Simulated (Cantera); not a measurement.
Cantera with NASA thermochemical tables; ideal gases at 1 bar, condensed phases pure. Values are per mole of reaction as written; species without (g) are pure solids or liquids, kept so even where they would boil at 1 bar.

S₂(g) + Ni₃S₄ → 3 NiS₂

```tsv
T (K)	ΔH° (kJ)	ΔS° (J/K)	ΔG° (kJ)	log10 K
300	[?]	[?]	[?]	[?]
423	-220.4	-195.8	-137.5	16.98
448	-220.3	-195.7	-132.6	15.47
473	-220.3	-195.7	-127.8	14.11
498	[?]	[?]	[?]	[?]
523	-220.5	-196.2	-118.0	11.78
548	-220.7	-196.5	-113.0	10.78
573	[?]	[?]	[?]	[?]
598	[?]	[?]	[?]	[?]
```

Question: What belongs in the gaps?

Answer: 
- 300, ΔH° (kJ): -221.4
- 300, ΔS° (J/K): -198.8
- 300, ΔG° (kJ): -161.8
- 300, log10 K: 28.16
- 498, ΔH° (kJ): -220.4
- 498, ΔS° (J/K): -195.9
- 498, ΔG° (kJ): -122.9
- 498, log10 K: 12.89
- 573, ΔH° (kJ): -221.0
- 573, ΔS° (J/K): -196.9
- 573, ΔG° (kJ): -108.1
- 573, log10 K: 9.86
- 598, ΔH° (kJ): -221.3
- 598, ΔS° (J/K): -197.4
- 598, ΔG° (kJ): -103.2
- 598, log10 K: 9.01
